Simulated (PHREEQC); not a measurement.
Consider water at 20 °C with 21 mmol/kgw Cu(NO3)2 and 20 mmol/kgw H3BO3. It is in equilibrium with CO2 at log p = -1 (atm). Otherwise closed; pH follows from the charge balance.

Equilibrium calculation in PHREEQC: ion-association model, phreeqc.dat.

```json
{
  "pH": "4.00",
  "ionic_strength": "0.0629 mol/kgw",
  "specific_conductance": "3840 µS/cm",
  "density": "1.002 g/cm³"
}
```

```json
[
 {"species": "NO3-", "molality": "0.0420", "activity": "0.0332", "log γ": "-0.102"},
 {"species": "Cu+2", "molality": "0.0209", "activity": "0.00956", "log γ": "-0.340"},
 {"species": "H3BO3", "molality": "0.0200", "activity": "0.0203", "log γ": "0.006"},
 {"species": "CO2", "molality": "0.00386", "activity": "0.00391", "log γ": "0.006"},
 {"species": "H+", "molality": "0.000119", "activity": "0.000100", "log γ": "-0.073"},
 {"species": "CuHCO3+", "molality": "9.57e-5", "activity": "7.75e-5", "log γ": "-0.092"},
 {"species": "HCO3-", "molality": "1.98e-5", "activity": "1.62e-5", "log γ": "-0.088"},
 {"species": "CuOH+", "molality": "1.19e-6", "activity": "9.51e-7", "log γ": "-0.095"},
 {"species": "Cu2(OH)2+2", "molality": "5.57e-7", "activity": "2.39e-7", "log γ": "-0.368"},
 {"species": "CuCO3", "molality": "3.43e-7", "activity": "3.48e-7", "log γ": "0.006"},
 {"species": "(CO2)2", "molality": "2.34e-7", "activity": "2.37e-7", "log γ": "0.006"},
 {"species": "H2BO3-", "molality": "1.31e-7", "activity": "1.06e-7", "log γ": "-0.092"},
 {"species": "Cu(OH)2", "molality": "1.95e-8", "activity": "1.98e-8", "log γ": "0.006"}
]
```

Precipitation was switched off in this run.
